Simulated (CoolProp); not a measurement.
Vapour-liquid equilibrium of benzene (1) + n-octane (2) at 52.65 °C; x and y are mole fractions of (1).

The numbers come from the multi-fluid Helmholtz-energy mixture model, Thol 2012 and Beckmüller 2019; pair parameters Bell 2016 in CoolProp.

| x | bubble pressure, mixture model (kPa) | bubble pressure, Raoult's law (kPa) | y, mixture model | y, Raoult's law |
|---|---|---|---|---|
| 0.05 | 9.800 | 9.206 | 0.263 | 0.217 |
| 0.15 | 14.17 | 12.45 | 0.541 | 0.482 |
| 0.25 | 18.27 | 15.69 | 0.683 | 0.637 |
| 0.35 | 21.98 | 18.93 | 0.767 | 0.740 |
| 0.45 | 25.29 | 22.18 | 0.823 | 0.812 |
| 0.55 | 28.24 | 25.42 | 0.864 | 0.866 |
| 0.65 | 30.94 | 28.66 | 0.898 | 0.907 |
| 0.75 | 33.50 | 31.90 | 0.927 | 0.941 |
| 0.85 | 36.04 | 35.14 | 0.955 | 0.968 |
| 0.95 | 38.65 | 38.39 | 0.984 | 0.990 |

The largest gap from Raoult's law is +16.4 % in bubble pressure, at x = 0.25. No azeotrope shows between x = 0.05 and 0.95.

The pair parameters rest on a limited set of measurements; away from them the model extrapolates.
